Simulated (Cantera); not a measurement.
An isothermal, constant-pressure homogeneous reactor starts with NH3 : H2 = 1 : 0.72 (molar parts), at 1650 K and 0.120 bar.

Computed with Cantera and the gas-phase N/H chemistry of the illustrative SiF4/NH3 mechanism in the Surface Chemkin manual (1991). Walls and surfaces, which speed up NH3 decomposition in real reactors, are not modelled.

Problem. Predict: x(NH3) at 200 s; x(H2) at 200 s; x(N) at 200 s; x(NH) at 200 s; x(H) at 200 s.

Solution. 
```
Item                                                Result
---------------  -----------------------------------------
x(NH3) at 200 s    0.00803 (gas-phase equilibrium 1.54e-6)
x(H2) at 200 s         0.810 (gas-phase equilibrium 0.816)
x(N) at 200 s     8.93e-9 (gas-phase equilibrium 2.45e-12)
x(NH) at 200 s    8.76e-8 (gas-phase equilibrium 2.13e-11)
x(H) at 200 s    0.000210 (gas-phase equilibrium 0.000238)
```
